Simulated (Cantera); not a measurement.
Mixture: CH4 : O2 : N2 = 1 : 2 : 7.52 (molar parts), equivalence ratio 1.0, at 100000 Pa, adiabatic and at constant pressure. Ignition delay is the time to a rise of 400 K.

Model: GRI-Mech 3.0 (53 species, 325 reactions), integrated in Cantera.

Question: Predict: delay at 1223 K; delay at 1423 K; delay at 1623 K; delay at 1823 K; delay at 2023 K; apparent activation energy between 1923 and 2123 K.

Answer: 
- delay at 1223 K = 33.2 ms
- delay at 1423 K = 2.66 ms
- delay at 1623 K = 0.386 ms
- delay at 1823 K = 96.5 µs
- delay at 2023 K = 34.1 µs
- apparent activation energy between 1923 and 2123 K = 160 kJ/mol
